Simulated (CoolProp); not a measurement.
A single-stage vapour-compression cycle with the fluid: evaporating at 257.15 K (dew point), condensing at 315.15 K (bubble point), superheat 0 K, subcooling 5 K, compressor efficiency 0.9, no pressure losses. The same conditions are run with several fluids, on thermodynamics alone (safety and materials aside).

The numbers come from the reference Helmholtz-energy equation of state of each fluid (R21: Platzer 1990; R236FA: Pan 2012; R142b: Lemmon 2006; n-perfluorobutane: Gao 2022; R1132(E): Akasaka 2024; n-perfluoropentane: Gao 2022) in CoolProp. The equations of Platzer and Polt are older, rougher fits.

Q: Rank R21, R236FA, R142b, n-perfluorobutane, R1132(E), n-perfluoropentane by cooling COP, highest first.

A: R21 (3.41), R142b (3.25), R236FA (3.01), R1132(E) (2.92), n-perfluoropentane (2.56), n-perfluorobutane (2.31)

```csv
fluid,pressure ratio,discharge temperature (K),refrigerating effect (kJ/kg),volumetric capacity (kJ/m³)
R21,9.07,359.2,197,335
R236FA,8.72,315.1,102,397
R142b,7.26,326.6,159,589
n-perfluorobutane,8.01,315.1,42.5,271
R1132(E),5.24,343.2,174,2780
n-perfluoropentane,11.8,315.2,48.8,88.7
```

The compression ends wet for: R236FA; n-perfluorobutane; n-perfluoropentane.
